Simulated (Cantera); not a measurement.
**Thermodynamics of oxide etching and cleaning by halides, feed MgO + HF + N2**

A closed system holds: 1 mol MgO, 6.4 mol HF, 2.6 mol N2, held at 0.0100 bar.

Cantera equilibrium calculation (NASA polynomials, part measured and part estimated; ideal gas, pure solids and liquids). Candidate condensed phases: H2O, Mg, MgF2, MgO, Mg(OH)2; 50 gas species. Mutual solubility and eutectic melting of coexisting phases are not modelled. Equilibrium is a limit: real reactors are often held back by kinetics, nucleation or transport.

At 1348 K the condensed part is MgF2(s). From 1423 K to 1498 K the condensed part is MgF2(s) + MgO(s). At 1573 K the condensed part is MgF2(l) + MgO(s). From 1648 K to 1798 K the condensed part is MgO(s). The main Mg-bearing gas is MgF2 throughout. The share of Mg in condensed phases is highest at 1348 K (99.8 %) and lowest at 1798 K (55.2 %).

```tsv
T (K)	log p HF	log p N2	log p H2O	log p MgF2	log p H2	log p O2	log p OH	log p H	n MgF2(s)	n MgO(s)	n MgF2(l)
1348	-2.26	-2.49	-2.90	-5.72	-6.28	-6.65	-7.19	-8.78	0.998	0	0
1423	-2.25	-2.49	-2.95	-4.96	-5.97	-6.34	-6.81	-8.16	0.899	0.0920	0
1498	-2.20	-2.52	-3.24	-4.28	-5.86	-6.24	-6.62	-7.69	0.448	0.507	0
1573	-2.18	-2.53	-3.51	-3.71	-5.75	-6.15	-6.47	-7.27	0	0.722	0.103
1648	-2.19	-2.54	-3.50	-3.49	-5.49	-5.89	-6.15	-6.80	0	0.710	0
1723	-2.20	-2.54	-3.40	-3.39	-5.20	-5.59	-5.80	-6.34	0	0.635	0
1798	-2.21	-2.54	-3.32	-3.30	-4.93	-5.32	-5.49	-5.92	0	0.552	0
```
log p: log10 of the partial pressure in bar; n: condensed amount in mol.
